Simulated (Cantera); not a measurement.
A freely propagating, adiabatic, planar premixed flame of 19.5 % H2, 19.1 % O2, 61.3 % N2, unburnt at 448 K and 3750 Torr; mixture-averaged transport, grid criteria slope 0.08 and curve 0.16, no radiation.

Computed with Cantera and the H2/O2 subset of GRI-Mech 3.0, which has no nitrogen chemistry. The hydrogen kinetics of GRI-Mech 3.0 are dated; newer H2 mechanisms differ, most at raised pressure. Burning velocities carry a grid error of a few per cent, more on coarse grids. Lean hydrogen flames are cellular in practice and burn faster than this planar one.

x: mole fraction of selected species; z is measured from the peak of heat release.

```json
[
 {"z (mm)": "-0.227", "T (K)": "448", "u (m/s)": "0.851", "x H2": "0.192", "x O2": "0.192", "x H2O2": "4.96e-8", "x H": "<1e-8", "x H2O": "2.28e-5", "x O": "<1e-8"},
 {"z (mm)": "-0.151", "T (K)": "451", "u (m/s)": "0.849", "x H2": "0.184", "x O2": "0.194", "x H2O2": "6.86e-7", "x H": "<1e-8", "x H2O": "0.000254", "x O": "<1e-8"},
 {"z (mm)": "-0.114", "T (K)": "459", "u (m/s)": "0.853", "x H2": "0.172", "x O2": "0.196", "x H2O2": "3.62e-6", "x H": "<1e-8", "x H2O": "0.00113", "x O": "<1e-8"},
 {"z (mm)": "-0.0757", "T (K)": "503", "u (m/s)": "0.911", "x H2": "0.146", "x O2": "0.200", "x H2O2": "2.89e-5", "x H": "<1e-8", "x H2O": "0.00716", "x O": "6.48e-8"},
 {"z (mm)": "-0.0379", "T (K)": "(withheld)", "u (m/s)": "1.31", "x H2": "(withheld)", "x O2": "0.194", "x H2O2": "0.000176", "x H": "(withheld)", "x H2O": "(withheld)", "x O": "(withheld)"},
 {"z (mm)": "-0.0189", "T (K)": "(withheld)", "u (m/s)": "1.83", "x H2": "(withheld)", "x O2": "(withheld)", "x H2O2": "0.000184", "x H": "(withheld)", "x H2O": "(withheld)", "x O": "(withheld)"},
 {"z (mm)": "0", "T (K)": "1391", "u (m/s)": "2.39", "x H2": "0.0313", "x O2": "0.145", "x H2O2": "2.83e-5", "x H": "0.00149", "x H2O": "0.143", "x O": "0.00139"},
 {"z (mm)": "0.0189", "T (K)": "1605", "u (m/s)": "2.76", "x H2": "0.0132", "x O2": "0.123", "x H2O2": "4.95e-6", "x H": "0.00193", "x H2O": "0.177", "x O": "0.00253"},
 {"z (mm)": "0.0379", "T (K)": "1718", "u (m/s)": "2.95", "x H2": "0.00582", "x O2": "0.113", "x H2O2": "3.02e-6", "x H": "0.00139", "x H2O": "0.192", "x O": "0.00251"},
 {"z (mm)": "0.0757", "T (K)": "1810", "u (m/s)": "3.11", "x H2": "0.00184", "x O2": "0.109", "x H2O2": "1.68e-6", "x H": "0.000470", "x H2O": "0.202", "x O": "0.00142"},
 {"z (mm)": "0.151", "T (K)": "1853", "u (m/s)": "3.18", "x H2": "0.000476", "x O2": "0.109", "x H2O2": "7.83e-7", "x H": "7.31e-5", "x H2O": "0.206", "x O": "0.000436"},
 {"z (mm)": "0.303", "T (K)": "1867", "u (m/s)": "3.20", "x H2": "0.000112", "x O2": "0.109", "x H2O2": "3.46e-7", "x H": "9.43e-6", "x H2O": "0.208", "x O": "0.000115"},
 {"z (mm)": "0.606", "T (K)": "1870", "u (m/s)": "3.20", "x H2": "3.94e-5", "x O2": "0.109", "x H2O2": "2.06e-7", "x H": "2.32e-6", "x H2O": "0.208", "x O": "4.58e-5"}
]
```

Q: What belongs in the gaps?

A: 
- -0.0379, T (K): 748
- -0.0379, x H2: 0.0943
- -0.0379, x H: 7.73e-6
- -0.0379, x H2O: 0.0445
- -0.0379, x O: 9.65e-6
- -0.0189, T (K): 1061
- -0.0189, x H2: 0.0611
- -0.0189, x O2: 0.174
- -0.0189, x H: 0.000323
- -0.0189, x H2O: 0.0908
- -0.0189, x O: 0.000223
